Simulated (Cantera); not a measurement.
**Reactions in the system H-N-Nb-O**

Cantera with NASA thermochemical tables; ideal gases at 1 bar, condensed phases pure. Values are per mole of reaction as written; species without (g) are pure solids or liquids, kept so even where they would boil at 1 bar.

3 H2O2(g) + 12 NbO2(g) + N2(g) → 6 Nb2O5 + 2 NH3(g)

```tsv
T (K)	ΔH° (kJ)	ΔS° (J/K)	ΔG° (kJ)	log10 K	condensed phases
300	-8679.9	-2959.3	-7792.1	1356.70	Nb2O5(s)
2423	-7244.1	-1964.3	-2484.7	53.56	Nb2O5(l)
2473	-7211.9	-1951.1	-2386.8	50.41	Nb2O5(l)
2523	-7179.7	-1938.2	-2289.6	47.40	Nb2O5(l)
2573	-7147.5	-1925.6	-2193.0	44.52	Nb2O5(l)
2623	-7115.3	-1913.2	-2097.0	41.76	Nb2O5(l)
2673	-7083.2	-1901.0	-2001.7	39.12	Nb2O5(l)
2723	-7051.0	-1889.1	-1906.9	36.58	Nb2O5(l)
2773	-7018.8	-1877.4	-1812.8	34.15	Nb2O5(l)
2823	-6986.7	-1865.9	-1719.2	31.81	Nb2O5(l)
2873	-6954.6	-1854.6	-1626.2	29.57	Nb2O5(l)
2923	-6922.4	-1843.5	-1533.7	27.41	Nb2O5(l)
```
